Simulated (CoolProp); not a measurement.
Saturation properties of ethylene (Tc = 9.2 °C, pc = 5.042 MPa, ω = 0.087).

Model: reference Helmholtz-energy equation of state, Smukala 2000, in CoolProp.

```csv
T (°C),p (MPa),liquid density (kg/m³),surface tension (mN/m)
-62.65,0.6848,503.6,9.62
-57.55,0.8225,494.7,8.82
-52.55,0.9761,485.6,8.06
-47.45,1.153,475.9,7.28
-42.45,1.348,466.0,6.54
-37.45,1.566,455.5,5.80
-32.35,1.814,444.3,5.07
-27.35,2.082,432.6,4.36
-22.25,2.385,419.7,3.66
```

It boils at -103.8 °C under 1 atm.

Surface tension comes from a separate correlation (Mulero 2012).
